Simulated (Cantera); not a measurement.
Adiabatic ignition

An adiabatic, constant-pressure homogeneous reactor starts with 18.0 % CO, 1.33 % H2, 17.0 % O2, 63.7 % N2, at 1048 K and 11.8 atm.

Detailed kinetics in Cantera: GRI-Mech 3.0 (53 species, 325 reactions). The hydrogen kinetics of GRI-Mech 3.0 are dated; newer H2 mechanisms differ, most at raised pressure. The pressure lies above the range GRI-Mech 3.0 was tuned for (to about 10 atm).

```tsv
t (s)	T (K)	x CO	x H2	x O2	x OH	x H
2.00e-6	1048	0.180	0.0133	0.170	1.05e-10	9.71e-11
6.30e-6	1048	0.180	0.0133	0.170	2.11e-10	1.75e-10
1.98e-5	1048	0.180	0.0133	0.170	4.32e-10	2.99e-10
6.25e-5	1048	0.180	0.0133	0.170	1.31e-9	7.86e-10
0.000197	1048	0.180	0.0133	0.170	7.61e-9	4.26e-9
0.000620	1051	0.180	0.0132	0.169	1.20e-7	6.56e-8
0.00195	2147	0.0452	0.000391	0.0966	0.00373	0.00104
0.00615	2461	0.00595	6.91e-5	0.0790	0.00199	5.11e-5
0.0194	2452	0.00577	6.74e-5	0.0765	0.00192	4.85e-5
0.0610	2452	0.00575	6.72e-5	0.0763	0.00192	4.83e-5
0.192	2452	0.00575	6.72e-5	0.0763	0.00192	4.83e-5
0.605	2452	0.00575	6.72e-5	0.0763	0.00192	4.83e-5
1.91	2452	0.00575	6.72e-5	0.0763	0.00192	4.83e-5
6.00	2452	0.00575	6.72e-5	0.0763	0.00192	4.83e-5
```
x: mole fraction; the columns are a selection and need not sum to one.

The time of steepest temperature rise comes out as 1.94 ms and the temperature at 6.00 s is 2452 K. The equilibrium temperature is 2452 K and the x(CO) at 6.00 s is 0.00575 (gas-phase equilibrium 0.00575). The x(H2) at 6.00 s is 6.72e-5 (gas-phase equilibrium 6.72e-5) and the x(O2) at 6.00 s is 0.0763 (gas-phase equilibrium 0.0763).
